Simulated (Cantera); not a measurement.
# Low-pressure radical oxidation in H2/O2

An isothermal, constant-pressure homogeneous reactor starts with 10.3 % H2, 51.3 % O2, 38.5 % N2, equivalence ratio 0.10, at 1375 K and 13.5 Torr.

Computed with Cantera and GRI-Mech 3.0 (53 species, 325 reactions). Radical loss at walls, strong at low pressure, is not modelled. The temperature is held fixed by assumption; the heat of reaction is taken as removed at once.

```tsv
t (s)	x H2	x O2	x H2O	x HO2	x NO
3.00e-5	0.103	0.513	6.42e-9	3.50e-8	<1e-12
7.05e-5	0.103	0.513	6.68e-8	8.22e-8	<1e-12
0.000166	0.103	0.513	1.02e-6	1.94e-7	<1e-12
0.000389	0.102	0.513	9.64e-5	5.34e-7	<1e-12
0.000915	0.0117	0.452	0.0703	3.29e-6	3.03e-8
0.00215	0.00435	0.445	0.0811	3.24e-6	3.53e-7
0.00505	0.00402	0.449	0.0840	3.26e-6	1.00e-6
0.0119	0.00330	0.457	0.0895	3.25e-6	2.04e-6
0.0279	0.00204	0.469	0.0974	3.04e-6	3.06e-6
0.0656	0.000765	0.480	0.104	2.24e-6	3.49e-6
0.154	0.000177	0.485	0.107	1.04e-6	3.57e-6
0.362	3.63e-5	0.486	0.108	3.27e-7	3.58e-6
0.851	8.46e-6	0.486	0.108	1.03e-7	3.59e-6
2.00	2.38e-6	0.486	0.108	4.84e-8	3.59e-6
```
x: mole fraction; the columns are a selection and need not sum to one.

Equilibrium at this temperature and pressure: H2 3.56e-7, O2 0.486, H2O 0.108, HO2 5.24e-8, NO 0.000689 (gas phase only).
